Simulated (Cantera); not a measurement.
Input: 1 mol C3H6, 17 mol H2, 0.36 mol NH3, at 1127 °C and 6300000 Pa.

Method: chemical equilibrium by Gibbs-energy minimisation in Cantera with the NASA 1993 tables (ideal gas, pure condensed phases). Candidate condensed phases: C, C6H6, C7H8, C8H18; 92 gas species. The ideal-gas law is rough above about 30 bar. Equilibrium is a limit: real reactors are often held back by kinetics, nucleation or transport.

Base state: H2 0.820, CH4 0.169, N2 0.00994, NH3 0.000399, C2H6 7.74e-5, C2H4 7.57e-5, HCN 4.13e-5 (mole fractions); condensed: gas only.

What changes in the equilibrium state with this change: NH3 from 0.36 to 1.5 mol?


```json
[
 {"species": "H2", "before": "0.820", "after": "0.812"},
 {"species": "CH4", "before": "0.169", "after": "0.150"},
 {"species": "N2", "before": "0.00994", "after": "0.0371"},
 {"species": "NH3", "before": "0.000399", "after": "0.000760"},
 {"species": "HCN", "before": "4.13e-5", "after": "7.19e-5"}
]
```
